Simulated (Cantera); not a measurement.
An adiabatic, constant-pressure homogeneous reactor starts with 26.3 % CO, 1.63 % H₂, 0.840 % CH₄, 11.2 % O₂, 60.1 % N₂, equivalence ratio 1.4, at 950 K and 9750 Torr.

Detailed kinetics in Cantera: GRI-Mech 3.0 (53 species, 325 reactions). The pressure lies above the range GRI-Mech 3.0 was tuned for (to about 10 atm). Below about 1000 K GRI-Mech 3.0 lacks low-temperature oxidation paths.

Task: Predict: time of steepest temperature rise; temperature at 0.200 s; equilibrium temperature; x(CO) at 0.200 s; x(H₂) at 0.200 s; x(HO₂) at 0.200 s; x(HCN) at 0.200 s.

Result: 
| Item | Result |
|---|---|
| time of steepest temperature rise | 13.0 ms |
| temperature at 0.200 s | 2547 K |
| equilibrium temperature | 2547 K |
| x(CO) at 0.200 s | 0.0990 (gas-phase equilibrium 0.0990) |
| x(H₂) at 0.200 s | 0.00259 (gas-phase equilibrium 0.00259) |
| x(HO₂) at 0.200 s | 2.44e-7 (gas-phase equilibrium 2.44e-7) |
| x(HCN) at 0.200 s | 8.72e-9 (gas-phase equilibrium 8.72e-9) |
